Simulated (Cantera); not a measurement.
A closed system holds: 1 mol BN, 3.1 mol H2, equilibrated at 1950 K and 24.8 Torr.

Equilibrium computed with Cantera from the NASA thermochemical tables; the gas is ideal and each condensed phase is pure. Mutual solubility and eutectic melting of coexisting phases are not modelled. The tables' values for BH2 are old estimates; treat these amounts as uncertain. Rates play no part.

```tsv
species	before	after
H2	0.992	1.000
H	0.00628	0.000229
BH2	0.000346	9.59e-6
N2	0.00166	5.16e-6
B(s), mol	0.00923	0
BN(s), mol	0.990	1.000
```
Gas species are given as mole fractions.

Question: Name the change that produced these shifts.
A) pressure from 24.8 Torr to 10.0 Torr
B) temperature from 1950 K to 1575 K
C) temperature from 1950 K to 2075 K
D) pressure from 24.8 Torr to 0.135 Torr

Answer: B, temperature from 1950 K to 1575 K
